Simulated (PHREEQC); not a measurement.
Dissolve 61 mmol/kgw KHF2, 180 mmol/kgw NaHSO4 and 27 mmol/kgw CaBr2 at 25 °C. Closed to the air; pH follows from the charge balance.

Model: ion-association model, wateq4f.dat, run in PHREEQC.

**Question.** The ionic strength comes out as 0.378 mol/kgw. What activity coefficients do CaHSO4+, Na+, HSO4-, H+, K+ get?

**Answer.** CaHSO4+ 0.73, Na+ 0.72, HSO4- 0.69, H+ 0.77, K+ 0.66.

This is a speciation only: nothing precipitates in the calculation. Saturation is exceeded, for instance for Fluorite, Gypsum; the values hold only as long as no solid forms. wateq4f.dat counts part of the HF as a dimer, H2F2, which phreeqc.dat doesn't know; its constant is uncertain.
